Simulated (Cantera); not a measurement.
A freely propagating, adiabatic, planar premixed flame of CO : H₂ : O₂ : N₂ = 1 : 0.033 : 0.615 : 2.31 (molar parts), unburnt at 400 K and 6.22 atm; mixture-averaged transport, grid criteria slope 0.08 and curve 0.16, no radiation.

Model: GRI-Mech 3.0 (53 species, 325 reactions), integrated in Cantera. The hydrogen kinetics of GRI-Mech 3.0 are dated; newer H2 mechanisms differ, most at raised pressure. Burning velocities carry a grid error of a few per cent, more on coarse grids.

Problem. What does this change do: H2 0.033 to 0.026 parts?

Solution. 
| quantity | before | after |
|---|---|---|
| laminar burning velocity | 28.1 cm/s | 25.8 cm/s |
| thermal thickness | 0.156 mm | 0.167 mm |
| peak x(H₂O₂) | 8.59e-5 | 7.88e-5 |

Problem. What does this change do: N2 2.31 to 1.8 parts?

Solution. 
```csv
quantity,before,after
laminar burning velocity,28.1 cm/s,39.2 cm/s
thermal thickness,0.156 mm,0.126 mm
peak x(H₂O₂),8.59e-5,9.75e-5
```
